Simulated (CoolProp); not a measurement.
Model: reference Helmholtz-energy equation of state, Lemmon 2006, in CoolProp. It is a short technical equation, of lower accuracy than the large ones.

Problem. Give the vapour pressure (bar), liquid density (kg/m³), liquid cp (kJ/(kg K)), vapour Z of saturated carbonyl sulfide at 1.25 °C.

Solution. 
```json
[
 {"T (°C)": "1.25", "p (bar)": "6.75", "liquid density (kg/m³)": "1060", "liquid cp (kJ/(kg K))": "1.28", "vapour Z": "0.894"}
]
```
